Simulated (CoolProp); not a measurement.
Vapour-liquid equilibrium of n-hexane (1) + p-xylene (2) at 152 kPa; x and y are mole fractions of (1).

Computed with CoolProp (multi-fluid Helmholtz-energy mixture model, Thol 2019 and Zhou 2012; pair parameters Bell 2016).

| x | bubble temperature (°C) | y at the bubble point | dew temperature at overall composition x (°C) | liquid density (mol/L) |
|---|---|---|---|---|
| 0.05 | 144.5 | 0.243 | 152.3 | 7.000 |
| 0.2 | 123.7 | 0.626 | 146.4 | 7.098 |
| 0.35 | 110.5 | 0.788 | 139.6 | 7.126 |
| 0.5 | 101.4 | 0.872 | 131.7 | 7.115 |
| 0.65 | 94.4 | 0.925 | 122.0 | 7.082 |
| 0.8 | 88.8 | 0.962 | 109.3 | 7.035 |
| 0.95 | 83.8 | 0.991 | 90.6 | 6.979 |

No azeotrope shows between x = 0.05 and 0.95.

Pair parameters are fitted to limited data, so mixtures are less certain than the pure fluids.
